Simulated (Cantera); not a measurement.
An adiabatic, constant-volume homogeneous reactor starts with CO : H₂ : CH₄ : O₂ : N₂ = 1 : 0.75 : 0.22 : 0.877 : 3.3 (molar parts), at 1600 K and 165 Torr. Integrator tolerance rtol = 1e-08.

Cantera simulation using GRI-Mech 3.0 (53 species, 325 reactions); the numbers are that mechanism's predictions, not measurements.

What does this change do: initial temperature 1600 to 1473 K?


```csv
quantity,before,after
time of steepest temperature rise,0.108 ms,0.165 ms
temperature at 1.00 s,2822 K,2802 K
equilibrium temperature,2822 K,2802 K
x(CO) at 1.00 s,0.143 (gas-phase equilibrium 0.143),0.141 (gas-phase equilibrium 0.141)
x(H₂) at 1.00 s,0.0434 (gas-phase equilibrium 0.0434),0.0424 (gas-phase equilibrium 0.0424)
x(CH₄) at 1.00 s,<1e-12 (gas-phase equilibrium <1e-12),<1e-12 (gas-phase equilibrium <1e-12)
x(O) at 1.00 s,0.0108 (gas-phase equilibrium 0.0108),0.00917 (gas-phase equilibrium 0.00917)
x(H₂O) at 1.00 s,0.126 (gas-phase equilibrium 0.126),0.131 (gas-phase equilibrium 0.131)
x(NO₂) at 1.00 s,7.73e-7 (gas-phase equilibrium 7.73e-7),7.15e-7 (gas-phase equilibrium 7.15e-7)
x(C₂H₂) at 1.00 s,<1e-12 (gas-phase equilibrium <1e-12),<1e-12 (gas-phase equilibrium <1e-12)
```
